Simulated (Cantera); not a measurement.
# Equilibrium for silicon carbide growth: SiCl4 + CH4 + H2

A closed system holds: 1 mol SiCl4, 0.27 mol CH4, 180 mol H2, at 1725 K.

Cantera equilibrium calculation (NASA polynomials, part measured and part estimated; ideal gas, pure solids and liquids). Candidate condensed phases: C, C6H6, C7H8, C8H18, Si, SiC; 109 gas species. Mutual solubility and eutectic melting of coexisting phases are not modelled. The tables' values for SiCl, SiCl3 are old estimates; treat these amounts as uncertain. Gases not in the tables: Si2H6 and higher silanes. The numbers say what is thermodynamically allowed, not how fast it happens.

From 1.00 mbar to 1.00 bar the condensed part is Si(l) + SiC(s). The main Si-bearing gas is SiCl2 throughout. The share of Si in condensed phases is highest at 0.250 bar (75.4 %) and lowest at 1.00 mbar (54.5 %).

```csv
P (Pa),log p H2,log p HCl,log p H,log p SiCl2,log p Si,log p Cl,n Si(l),n SiC(s)
100,-3.01,-4.72,-5.24,-5.89,-5.99,-7.06,0.277,0.269
400,-2.41,-4.12,-4.94,-5.28,-5.99,-6.75,0.430,0.270
1600,-1.81,-3.51,-4.63,-4.68,-5.99,-6.45,0.470,0.270
6300,-1.21,-2.92,-4.34,-4.08,-5.99,-6.15,0.481,0.270
25000,-0.61,-2.32,-4.04,-3.49,-5.99,-5.85,0.484,0.269
100000,-0.01,-1.72,-3.74,-2.89,-5.99,-5.55,0.485,0.267
```
log p: log10 of the partial pressure in bar; n: condensed amount in mol.
